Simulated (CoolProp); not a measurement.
CH3F (R41) along the isotherm 28.75 °C: Z from the reference equation and from simpler models built on Tc = 44.1 °C, pc = 59.06 bar, ω = 0.200; each cubic takes its own stable root.

Model: reference Helmholtz-energy equation of state, Lemmon 2006, in CoolProp. It is a short technical equation, of lower accuracy than the large ones.

```json
[
 {"p (bar)": "29.5", "phase": "gas", "reference": "0.7213"},
 {"p (bar)": "59.1", "phase": "liquid", "reference": "0.1376"},
 {"p (bar)": "88.6", "phase": "liquid", "reference": "0.1958"},
 {"p (bar)": "118", "phase": "liquid", "reference": "0.2519"},
 {"p (bar)": "148", "phase": "liquid", "reference": "0.3075"},
 {"p (bar)": "177", "phase": "liquid", "reference": "0.3599"},
 {"p (bar)": "207", "phase": "liquid", "reference": "0.4131"},
 {"p (bar)": "236", "phase": "liquid", "reference": "0.4636"},
 {"p (bar)": "266", "phase": "liquid", "reference": "0.5150"},
 {"p (bar)": "295", "phase": "liquid", "reference": "0.5640"}
]
```

### Question
How far does each simpler model (van der Waals, Redlich-Kwong, Soave-Redlich-Kwong, Peng-Robinson) lie from the reference over these 10 states: mean and median of the absolute difference, and the worst?

### Answer
- van der Waals: mean 62.2 %, median 65.5 %, worst +80.2 % at 28.75 °C and 59.1 bar
- Redlich-Kwong: mean 27.7 %, median 28.2 %, worst +39.6 % at 28.75 °C and 59.1 bar
- Soave-Redlich-Kwong: mean 26.2 %, median 27.0 %, worst +35.6 % at 28.75 °C and 59.1 bar
- Peng-Robinson: mean 13.6 %, median 13.6 %, worst +20.8 % at 28.75 °C and 59.1 bar
